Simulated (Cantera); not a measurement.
**Equilibrium for silicon oxide and oxynitride deposition: SiF₄ + O₃ + N₂**

A closed system holds: 1 mol SiF₄, 0.13 mol O₃, a varied amount of N₂, equilibrated at 1177 °C and 0.255 Torr.

Cantera equilibrium calculation (NASA polynomials, part measured and part estimated; ideal gas, pure solids and liquids). Candidate condensed phases: Si, SiO₂, Si₂N₂O, Si₃N₄; 28 gas species. Equilibrium is a limit: real reactors are often held back by kinetics, nucleation or transport.

From 1.2 mol N₂ to 24 mol N₂ nothing is condensed. The main Si-bearing gas is SiF₄ throughout.

```
n(N₂) (mol)   x N₂  x SiF₄     x O₂      x NO      x O
-----------  -----  ------  -------  --------  -------
1.2          0.501   0.418   0.0812  0.000471  3.10e-5
3.8          0.761   0.200   0.0388  0.000401  2.15e-5
6.4          0.842   0.132   0.0255  0.000342  1.74e-5
9            0.883  0.0981   0.0190  0.000302  1.50e-5
12           0.909  0.0758   0.0146  0.000269  1.32e-5
14           0.921  0.0658   0.0127  0.000253  1.23e-5
17           0.934  0.0550   0.0106  0.000232  1.12e-5
19           0.941  0.0495  0.00954  0.000221  1.06e-5
22           0.948  0.0431  0.00830  0.000207  9.92e-6
24           0.952  0.0397  0.00763  0.000199  9.52e-6
```
x: gas mole fraction; nothing condenses.
